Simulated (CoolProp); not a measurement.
Aqueous lithium chloride as a coolant, 17 % by mass, freezing at -30.9 °C, 1 atm.

Model: Melinder's fits for secondary coolants, in CoolProp.

```
T (°C)  viscosity (mPa s)  conductivity (W/(m K))  Prandtl number  cp (kJ/(kg K))
------  -----------------  ----------------------  --------------  --------------
-12                  4.81                   0.513               …           3.210
-8.4                 4.19                   0.518            26.1           3.227
-4.8                 3.69                   0.523            22.9           3.245
-1.1                 3.26                   0.528            20.1           3.263
2.5                  2.92                   0.534            17.9           3.281
6.2                  2.62                   0.539            16.0           3.299
9.8                  2.38                   0.544            14.5           3.316
13.4                 2.17                   0.549            13.2           3.334
17.1                    …                   0.554            12.0           3.352
20.7                 1.83                       …            11.0           3.370
24.3                 1.69                   0.565            10.2           3.387
28                   1.57                   0.570            9.37           3.405
31.6                 1.46                   0.575            8.69           3.423
```

Problem. What belongs in the gaps?

Solution. 
- -12, Prandtl number: 30.1
- 17.1, viscosity (mPa s): 1.99
- 20.7, conductivity (W/(m K)): 0.559
